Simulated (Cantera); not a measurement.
A perfectly stirred reactor is fed with NH₃ : N₂ = 1 : 1.4 (molar parts), at 9.00 Torr; it is held at 1723 K, and followed from long to short residence time.

Computed with Cantera and the gas-phase N/H chemistry of the illustrative SiF4/NH3 mechanism in the Surface Chemkin manual (1991). Walls and surfaces, which speed up NH3 decomposition in real reactors, are not modelled.

### Question
What does this change do: temperature 1723 to 2225 K?

### Answer
```json
[
 {"quantity": "x(NH₃) at τ = 2.70 s", "before": "0.362", "after": "0.0277"},
 {"quantity": "x(N₂H₂) at τ = 2.70 s", "before": "2.04e-6", "after": "4.60e-7"},
 {"quantity": "x(H) at τ = 2.70 s", "before": "1.73e-5", "after": "0.00163"},
 {"quantity": "x(N) at τ = 2.70 s", "before": "1.32e-7", "after": "6.66e-6"},
 {"quantity": "x(N₂H₄) at τ = 2.70 s", "before": "5.81e-9", "after": "1.26e-10"},
 {"quantity": "x(NH₃) at τ = 58.0 ms", "before": "0.416", "after": "0.308"},
 {"quantity": "x(N₂H₂) at τ = 58.0 ms", "before": "5.33e-7", "after": "8.56e-6"},
 {"quantity": "x(H) at τ = 58.0 ms", "before": "1.44e-7", "after": "0.000256"},
 {"quantity": "x(N) at τ = 58.0 ms", "before": "6.80e-10", "after": "4.69e-6"},
 {"quantity": "x(N₂H₄) at τ = 58.0 ms", "before": "2.19e-9", "after": "4.73e-9"}
]
```

### Question
What does this change do: pressure from 9.00 Torr to 0.220 bar?

### Answer
```json
[
 {"quantity": "x(NH₃) at τ = 2.70 s", "before": "0.362", "after": "0.234"},
 {"quantity": "x(N₂H₂) at τ = 2.70 s", "before": "2.04e-6", "after": "3.52e-7"},
 {"quantity": "x(H) at τ = 2.70 s", "before": "1.73e-5", "after": "3.86e-5"},
 {"quantity": "x(N) at τ = 2.70 s", "before": "1.32e-7", "after": "6.29e-8"},
 {"quantity": "x(N₂H₄) at τ = 2.70 s", "before": "5.81e-9", "after": "2.02e-8"},
 {"quantity": "x(NH₃) at τ = 58.0 ms", "before": "0.416", "after": "0.409"},
 {"quantity": "x(N₂H₂) at τ = 58.0 ms", "before": "5.33e-7", "after": "7.57e-7"},
 {"quantity": "x(H) at τ = 58.0 ms", "before": "1.44e-7", "after": "1.51e-6"},
 {"quantity": "x(N) at τ = 58.0 ms", "before": "6.80e-10", "after": "8.41e-9"},
 {"quantity": "x(N₂H₄) at τ = 58.0 ms", "before": "2.19e-9", "after": "5.23e-8"}
]
```

### Question
What does this change do: pressure from 9.00 Torr to 1.80 bar?

### Answer
| quantity | before | after |
|---|---|---|
| x(NH₃) at τ = 2.70 s | 0.362 | 0.123 |
| x(N₂H₂) at τ = 2.70 s | 2.04e-6 | 6.56e-8 |
| x(H) at τ = 2.70 s | 1.73e-5 | 5.34e-5 |
| x(N) at τ = 2.70 s | 1.32e-7 | 2.43e-8 |
| x(N₂H₄) at τ = 2.70 s | 5.81e-9 | 3.41e-8 |
| x(NH₃) at τ = 58.0 ms | 0.416 | 0.380 |
| x(N₂H₂) at τ = 58.0 ms | 5.33e-7 | 4.62e-7 |
| x(H) at τ = 58.0 ms | 1.44e-7 | 5.86e-6 |
| x(N) at τ = 58.0 ms | 6.80e-10 | 2.17e-8 |
| x(N₂H₄) at τ = 58.0 ms | 2.19e-9 | 2.42e-7 |
